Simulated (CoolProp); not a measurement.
Properties of R507A along the isobar 5.53 MPa (Tc = 70.6 °C, pc = 3.705 MPa, ω = 0.286).

Values from CoolProp's reference Helmholtz-energy equation of state, Lemmon 2003. It is a pseudo-pure fit of the blend.

```
T (°C)          phase  density (kg/m³)  Joule-Thomson coefficient (K/MPa)  expansivity (1/kK)  conductivity (mW/(m K))  Prandtl number  fugacity coefficient
------  -------------  ---------------  ---------------------------------  ------------------  -----------------------  --------------  --------------------
20.95          liquid             1107                            0.03918               3.608                     71.3            3.04                0.1978
29.65          liquid             1071                             0.1415               4.029                     68.4            2.92                0.2385
38.35          liquid             1032                             0.2774               4.592                     65.4            2.83                0.2831
47.15          liquid            987.4                             0.4676               5.392                     62.2            2.77                0.3315
55.85          liquid            937.7                             0.7427               6.576                     59.0            2.77                0.3821
64.55          liquid            878.7                              1.176               8.519                     55.4            2.83                0.4345
73.25   supercritical            804.5                              1.945               12.24                     51.2            3.01                0.4875
81.95   supercritical            699.7                              3.572               21.38                     45.9            3.48                0.5394
90.75   supercritical            533.0                              6.989               39.66                     38.4            4.02                0.5872
99.45   supercritical            392.6                              8.780               27.61                     33.0            2.58                0.6261
108.15  supercritical            324.5                              8.613               17.56                     30.8            1.82                0.6582
116.85  supercritical            285.0                              8.043               12.80                     29.9            1.49                0.6860
```

Viscosity comes from a separate model (Geller 2000). Thermal conductivity comes from a separate model (Geller 2001).
